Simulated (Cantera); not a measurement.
An isothermal, constant-pressure homogeneous reactor starts with CH4 : H2 : H = 0.045 : 1 : 0.018 (molar parts), at 1250 K and 82.5 Torr. Integrator tolerance rtol = 1e-08.

Detailed kinetics in Cantera: GRI-Mech 3.0 (53 species, 325 reactions). GRI-Mech 3.0 stops at C3 and has no aromatics, soot or wall deposition, so with more carbon than oxygen in the feed, carbon stays in small species such as C2H2 where larger ones or solid carbon would form.

What does this change do: temperature 1250 to 1500 K?


```csv
quantity,before,after
x(CH4) at 20.0 s,0.0415 (gas-phase equilibrium 0.0415),0.0192 (gas-phase equilibrium 0.0109)
x(H2) at 20.0 s,0.958 (gas-phase equilibrium 0.958),0.969 (gas-phase equilibrium 0.974)
x(H) at 20.0 s,1.45e-6 (gas-phase equilibrium 1.44e-6),5.01e-5 (gas-phase equilibrium 5.27e-5)
x(CH2) at 20.0 s,1.03e-12 (gas-phase equilibrium 1.01e-12),8.52e-10 (gas-phase equilibrium 5.35e-10)
x(C2H2) at 20.0 s,0.000367 (gas-phase equilibrium 0.000347),0.0109 (gas-phase equilibrium 0.0148)
x(C2H) at 20.0 s,<1e-12 (gas-phase equilibrium <1e-12),1.06e-9 (gas-phase equilibrium 1.51e-9)
x(C2H4) at 20.0 s,0.000221 (gas-phase equilibrium 0.000207),0.000335 (gas-phase equilibrium 0.000447)
```

What does this change do: temperature 1250 to 1873 K?


```json
[
 {"quantity": "x(CH4) at 20.0 s", "before": "0.0415 (gas-phase equilibrium 0.0415)", "after": "0.000518 (gas-phase equilibrium 0.000518)"},
 {"quantity": "x(H2) at 20.0 s", "before": "0.958 (gas-phase equilibrium 0.958)", "after": "0.977 (gas-phase equilibrium 0.977)"},
 {"quantity": "x(H) at 20.0 s", "before": "1.45e-6 (gas-phase equilibrium 1.44e-6)", "after": "0.00194 (gas-phase equilibrium 0.00194)"},
 {"quantity": "x(CH2) at 20.0 s", "before": "1.03e-12 (gas-phase equilibrium 1.01e-12)", "after": "4.84e-8 (gas-phase equilibrium 4.84e-8)"},
 {"quantity": "x(C2H2) at 20.0 s", "before": "0.000367 (gas-phase equilibrium 0.000347)", "after": "0.0202 (gas-phase equilibrium 0.0202)"},
 {"quantity": "x(C2H) at 20.0 s", "before": "<1e-12 (gas-phase equilibrium <1e-12)", "after": "4.70e-7 (gas-phase equilibrium 4.70e-7)"},
 {"quantity": "x(C2H4) at 20.0 s", "before": "0.000221 (gas-phase equilibrium 0.000207)", "after": "3.10e-5 (gas-phase equilibrium 3.10e-5)"}
]
```
